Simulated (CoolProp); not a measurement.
Properties of ethanol along the isotherm 557.3 K (Tc = 514.7 K, pc = 6.268 MPa, ω = 0.644).

Computed with CoolProp (reference Helmholtz-energy equation of state, Schroeder 2014).

| p (MPa) | phase | cp (kJ/(kg K)) | cv (kJ/(kg K)) | isothermal compressibility (1/MPa) | viscosity (µPa s) | Prandtl number | fugacity coefficient |
|---|---|---|---|---|---|---|---|
| 4.48 | gas | 2.999 | 2.410 | 0.2770 | 17.6 | 0.939 | 0.8569 |
| 8.95 | supercritical | 6.384 | 2.990 | 0.2615 | 23.6 | 1.68 | 0.7084 |
| 13.4 | supercritical | 6.500 | 3.204 | 0.07407 | 45.6 | 2.34 | 0.5625 |
| 17.9 | supercritical | 5.251 | 3.109 | 0.02581 | 59.1 | 2.33 | 0.4699 |
| 22.4 | supercritical | 4.753 | 3.057 | 0.01444 | 67.8 | 2.35 | 0.4136 |
| 26.9 | supercritical | 4.486 | [?] | 0.009869 | 74.5 | 2.38 | 0.3769 |
| 31.3 | supercritical | 4.322 | 3.005 | 0.007530 | 80.0 | 2.42 | 0.3524 |
| 35.8 | supercritical | 4.206 | 2.989 | 0.006072 | 85.0 | 2.45 | 0.3349 |
| 40.3 | supercritical | 4.121 | 2.977 | 0.005098 | 89.5 | 2.48 | 0.3226 |
| 44.8 | supercritical | 4.054 | 2.967 | 0.004402 | 93.7 | 2.52 | 0.3142 |
| 49.2 | supercritical | 4.002 | 2.960 | 0.003889 | [?] | 2.55 | 0.3087 |
| 53.7 | supercritical | [?] | 2.953 | 0.003479 | 101 | 2.58 | 0.3053 |
| 58.2 | supercritical | 3.922 | 2.947 | 0.003150 | 105 | 2.60 | 0.3036 |
| 62.7 | supercritical | 3.890 | 2.942 | 0.002879 | 108 | 2.63 | 0.3035 |

Question: What belongs in the gaps?

Answer: 
- 26.9, cv (kJ/(kg K)): 3.026
- 49.2, viscosity (µPa s): 97.6
- 53.7, cp (kJ/(kg K)): 3.959

The peak of cp marks the crossing from liquid-like to gas-like fluid above the critical point.

Viscosity comes from a separate model (Kiselev 2005). Thermal conductivity comes from a separate model (Assael 2013).
